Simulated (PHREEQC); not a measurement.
Make-up at 25 °C: 0.0041 mol CaBr2 and 9.8e-06 mol CaSO4 per kg of water. Closed to the air; pH follows from the charge balance.

All values are PHREEQC results (ion-association model, phreeqc.dat), not measurements.

This is a speciation only: nothing precipitates in the calculation.

What specific conductance does the model give?

specific conductance 992 µS/cm.

In which forms is S present?

SO4-2 77 %, CaSO4 23 % of the S.
